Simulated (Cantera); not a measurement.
Cantera run:

```python
import numpy as np
import cantera as ct

gas_names = """
    CL CL2 H HCL H2 N NH NH2 NH3 N2 N2H2 N2H4 Si SiCL SiCL2 SiCL3 SiCL4 SiH SiHCL3 SiH2 SiH2CL2 SiH3
    SiH3CL SiH4 SiN Si2 Si2N Si3
""".split()
cond_names = """
    NH4CL(a) NH4CL(b) Si(cr) Si(L) Si3N4(a)
""".split()


def load(file, names, dense=False):
    # The tables refer to 1 bar. Condensed volumes are neglected.
    table = {s.name: s for s in ct.Species.list_from_file(file)}
    out = []
    for n in names:
        d = dict(table[n].input_data)
        d["thermo"] = dict(d["thermo"], **{"reference-pressure": 1e5})
        if dense:
            d["equation-of-state"] = {"model": "constant-volume", "density": "1e6 g/cm^3"}
        out.append(ct.Species.from_dict(d))
    return out


gas = ct.Solution(thermo="ideal-gas", species=load("nasa_gas.yaml", gas_names))
cond = {s.name: ct.Solution(thermo="fixed-stoichiometry", species=[s], name=s.name)
        for s in load("nasa_condensed.yaml", cond_names, dense=True)}
atoms = {
    'SiHCl3': {'Si': 1, 'H': 1, 'CL': 3},
    'N2': {'N': 2},
}
top_T = {'Si3N4(a)': 2400}  # K; cautious upper limits of use, not melting points


def equilibrate(T, P, feed):
    n = {}
    for name, mol in feed.items():
        for a, k in atoms[name].items():
            n[a] = n.get(a, 0.0) + k * mol
    gas.TPX = T, P, n
    mass = sum(n.values()) * gas.mean_molecular_weight
    gas.equilibrate("TP")
    valid = [c for c in cond.values() if c.min_temp <= T <= top_T.get(c.name, c.max_temp)]
    mix = ct.Mixture([(gas, mass / gas.mean_molecular_weight)] + [(c, 0.0) for c in valid])
    mix.T, mix.P = T, P
    mix.equilibrate("TP", solver="vcs", rtol=1e-11, max_steps=5000)
    return mix


results = []
feed = {'SiHCl3': 1, 'N2': 35}  # mol
P = 10000  # Pa
for T in [1048, 1098, 1148, 1198, 1248, 1298, 1348, 1398]:
    mix = equilibrate(T, P, feed)
    results.append((T, P, feed, dict(zip(mix.species_names, mix.species_moles))))

top = {s: max(r[3][s] / sum(r[3][g] for g in gas_names) for r in results) for s in gas_names}
cols = sorted((s for s in top if top[s] > 1e-05), key=lambda s: -top[s])[:9]
seen = [c for c in cond_names if any(r[3].get(c, 0) > 1e-12 for r in results)]
print("log10 of partial pressures in bar; condensed amounts in mol")
print(f"{'T/K':>10s}" + "".join(f"{s[:9]:>10s}" for s in cols + seen))
for T, P, feed, n in results:
    ng = sum(n[g] for g in gas_names)
    print(f"{T:10.4g}" + "".join(f"{np.log10(max(n[s] / ng * P / 1e5, 1e-99)):10.3f}" for s in cols)
          + "".join(f"{n.get(c, 0):10.4g}" for c in seen))
```

Output:

```
log10 of partial pressures in bar; condensed amounts in mol
       T/K        N2       HCL     SiCL4     SiCL3     SiCL2        H2    SiHCL3  Si3N4(a)
      1048    -1.018    -2.615    -2.834    -5.600    -7.104    -3.774    -5.983    0.1564
      1098    -1.018    -2.611    -2.837    -5.226    -6.467    -3.802    -5.865    0.1569
      1148    -1.018    -2.608    -2.840    -4.885    -5.887    -3.828    -5.757    0.1571
      1198    -1.018    -2.605    -2.845    -4.574    -5.357    -3.851    -5.660     0.157
      1248    -1.018    -2.603    -2.853    -4.292    -4.873    -3.871    -5.573     0.156
      1298    -1.018    -2.602    -2.867    -4.037    -4.431    -3.886    -5.497    0.1536
      1348    -1.018    -2.601    -2.893    -3.811    -4.029    -3.896    -5.433    0.1485
      1398    -1.019    -2.602    -2.939    -3.618    -3.667    -3.896    -5.386    0.1385
```

Method: chemical equilibrium by Gibbs-energy minimisation in Cantera with the NASA 1993 tables (ideal gas, pure condensed phases). N2 is the only nitrogen source here; it is nearly inert below about 1500 K, so the nitride shown seldom forms there in practice. The tables' values for SiCl3 are old estimates; treat these amounts as uncertain.
